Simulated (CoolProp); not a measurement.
Vapour-liquid equilibrium of dimethyl carbonate (1) + n-heptane (2) at 109.95 °C; x and y are mole fractions of (1).

Model: multi-fluid Helmholtz-energy mixture model, Zhou 2011 and Span 2003; pair parameters Bell 2016, in CoolProp.

Q: Give the bubble pressure and the first vapour's composition at x = 0.05, 0.25, 0.35. Is there an azeotrope?

A: x = 0.05: 0.1602 MPa, y = 0.156; x = 0.25: 0.2070 MPa, y = 0.443; x = 0.35: 0.2179 MPa, y = 0.509. y crosses x between x = 0.55 and 0.65: the model has an azeotrope there.

The pair parameters rest on a limited set of measurements; away from them the model extrapolates.
